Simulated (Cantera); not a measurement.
# H2S + O2 + H2 (abatement and gas-phase synthesis)

Input: 1 mol H2S, 0.063 mol O2, 2.5 mol H2, at 75.0 Torr.

Equilibrium computed with Cantera from the NASA thermochemical tables; the gas is ideal and each condensed phase is pure. Candidate condensed phases: H2O, H2SO4, S; 19 gas species. The numbers say what is thermodynamically allowed, not how fast it happens.

```
T (°C)  log p H2  log p H2S  log p S2  log p H  log p SH  log p H2O  log p S  log p SO
------  --------  ---------  --------  -------  --------  ---------  -------  --------
1275       -1.13      -1.80     -2.27    -5.07     -3.41      -2.47    -5.29     -5.67
1350       -1.12      -1.89     -2.18    -4.72     -3.25      -2.48    -4.91     -5.35
1425       -1.11      -1.98     -2.13    -4.39     -3.11      -2.48    -4.57     -5.06
1500       -1.10      -2.07     -2.08    -4.10     -2.99      -2.49    -4.27     -4.80
1575       -1.10      -2.16     -2.06    -3.83     -2.88      -2.49    -3.99     -4.57
1650       -1.10      -2.25     -2.04    -3.57     -2.79      -2.50    -3.75     -4.36
1725       -1.10      -2.34     -2.03    -3.34     -2.71      -2.51    -3.52     -4.16
1800       -1.10      -2.42     -2.03    -3.13     -2.64      -2.51    -3.31     -3.99
1875       -1.10      -2.51     -2.03    -2.93     -2.58      -2.52    -3.12     -3.83
1950       -1.10      -2.59     -2.05    -2.74     -2.53      -2.54    -2.95     -3.69
2025       -1.11      -2.67     -2.06    -2.57     -2.48      -2.55    -2.79     -3.56
2100       -1.11      -2.76     -2.09    -2.41     -2.44      -2.57    -2.65     -3.45
```
log p: log10 of the partial pressure in bar; nothing condenses.

From 1275 °C to 2100 °C nothing is condensed.
